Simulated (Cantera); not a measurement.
Cantera run:

```python
import numpy as np
import cantera as ct

gas_names = """
    CL CLO CL2 H HCL HOCL HO2 H2 H2O H2O2 O OH O2 O3 Ti TiCL TiCL2 TiCL3 TiCL4 TiO TiOCL TiOCL2 TiO2
""".split()
cond_names = """
    H2O(s) H2O(L) Ti(a) Ti(b) Ti(L) TiCL2(s) TiCL3(s) TiCL4(L) TiO(a) TiO(b) TiO(L) TiO2(ru) TiO2(L)
    Ti2O3(a) Ti2O3(b) Ti2O3(L) Ti3O5(a) Ti3O5(b) Ti3O5(L) Ti4O7(s) Ti4O7(L)
""".split()


# ... load() reads the species with a 1 bar reference pressure and builds the phases ...
atoms = {
    'TiCl4': {'Ti': 1, 'CL': 4},
    'H2O': {'H': 2, 'O': 1},
}
top_T = {'TiCL2(s)': 1300, 'TiCL3(s)': 1000}  # K; cautious upper limits of use, not melting points


# ... equilibrate(T, P, feed) seeds the gas with the atoms and calls Mixture.equilibrate('TP', solver="vcs", rtol=1e-11, max_steps=5000) ...
results = []
feed = {'TiCl4': 1, 'H2O': 0.42}  # mol
P = 100  # Pa
for T in [1350, 1400, 1450, 1500, 1550, 1600, 1650]:
    mix = equilibrate(T, P, feed)
    results.append((T, P, feed, dict(zip(mix.species_names, mix.species_moles))))
    x = sorted(zip(gas.X, gas.species_names), reverse=True)
    print(f"T = {T:g} K  P = {P:g} Pa  gas = {mix.phase_moles(0):.4g} mol")
    print("   x: " + "  ".join(f"{s} {v:.3e}" for v, s in x if v > 1e-06))
    print("   condensed (mol): " + ("  ".join(f"{mix.phase(i).name} {mix.phase_moles(i):.4g}"
          for i in range(1, mix.n_phases) if mix.phase_moles(i) > 1e-12) or "none"))
```

It prints:

```
T = 1350 K  P = 100 Pa  gas = 1.646 mol
   x: HCL 5.102e-01  TiCL4 4.697e-01  TiCL3 1.014e-02  CL 9.655e-03  CL2 2.565e-04  TiOCL2 2.117e-05  H2 1.101e-05  H2O 7.357e-06
   condensed (mol): TiO2(ru) 0.21
T = 1400 K  P = 100 Pa  gas = 1.658 mol
   x: HCL 5.065e-01  TiCL4 4.591e-01  TiCL3 1.730e-02  CL 1.664e-02  CL2 3.429e-04  TiOCL2 5.427e-05  H2 1.486e-05  H2O 8.005e-06
   condensed (mol): TiO2(ru) 0.2099
T = 1450 K  P = 100 Pa  gas = 1.677 mol
   x: HCL 5.009e-01  TiCL4 4.428e-01  TiCL3 2.825e-02  CL 2.741e-02  CL2 4.415e-04  TiOCL2 1.292e-04  H2 1.982e-05  H2O 8.638e-06  TiCL2 2.831e-06  H 1.331e-06
   condensed (mol): TiO2(ru) 0.2099
T = 1500 K  P = 100 Pa  gas = 1.705 mol
   x: HCL 4.927e-01  TiCL4 4.191e-01  TiCL3 4.419e-02  CL 4.317e-02  CL2 5.460e-04  TiOCL2 2.870e-04  H2 2.623e-05  H2O 9.252e-06  TiCL2 9.070e-06  H 2.851e-06
   condensed (mol): TiO2(ru) 0.2097
T = 1550 K  P = 100 Pa  gas = 1.745 mol
   x: HCL 4.813e-01  TiCL4 3.862e-01  TiCL3 6.617e-02  CL 6.501e-02  CL2 6.453e-04  TiOCL2 5.956e-04  H2 3.464e-05  TiCL2 2.697e-05  H2O 9.852e-06  H 5.862e-06
   condensed (mol): TiO2(ru) 0.2095
T = 1600 K  P = 100 Pa  gas = 1.801 mol
   x: HCL 4.664e-01  TiCL4 3.434e-01  TiCL3 9.468e-02  CL 9.349e-02  TiOCL2 1.155e-03  CL2 7.239e-04  TiCL2 7.491e-05  H2 4.602e-05  H 1.166e-05  H2O 1.046e-05
   condensed (mol): TiO2(ru) 0.209
T = 1650 K  P = 100 Pa  gas = 1.873 mol
   x: HCL 4.483e-01  TiCL4 2.915e-01  TiCL3 1.290e-01  CL 1.281e-01  TiOCL2 2.094e-03  CL2 7.640e-04  TiCL2 1.955e-04  H2 6.217e-05  H 2.265e-05  H2O 1.113e-05
   condensed (mol): TiO2(ru) 0.208
```

Method: chemical equilibrium by Gibbs-energy minimisation in Cantera with the NASA 1993 tables (ideal gas, pure condensed phases). The tables' values for TiCl2 are old estimates; treat these amounts as uncertain.
